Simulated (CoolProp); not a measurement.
Aqueous potassium formate as a coolant, at 13 °C, 1 atm.

Computed with CoolProp (Melinder's fits for secondary coolants).

| mass % | freezing point (°C) | Prandtl number | conductivity (W/(m K)) | cp (kJ/(kg K)) | viscosity (mPa s) |
|---|---|---|---|---|---|
| 2.5 | -1.1 | 8.90 | 0.581 | 4.092 | 1.26 |
| 5.6 | -2.6 | 9.13 | 0.576 | 3.972 | 1.32 |
| 8.7 | -4.2 | 9.26 | 0.570 | 3.855 | 1.37 |
| 11.9 | -6.0 | 9.40 | 0.565 | 3.737 | 1.42 |
| 15 | -8.0 | 9.58 | 0.559 | 3.625 | 1.48 |
| 18.1 | -10.2 | 9.82 | 0.554 | 3.515 | 1.55 |
| 21.3 | -12.7 | 10.2 | 0.549 | 3.406 | 1.64 |
| 24.4 | -15.4 | 10.5 | 0.543 | 3.303 | 1.73 |
| 27.5 | -18.4 | 10.9 | 0.537 | 3.206 | 1.84 |
| 30.7 | -22.0 | 11.4 | 0.531 | 3.110 | 1.95 |
| 33.8 | -25.8 | 11.9 | 0.524 | 3.024 | 2.06 |
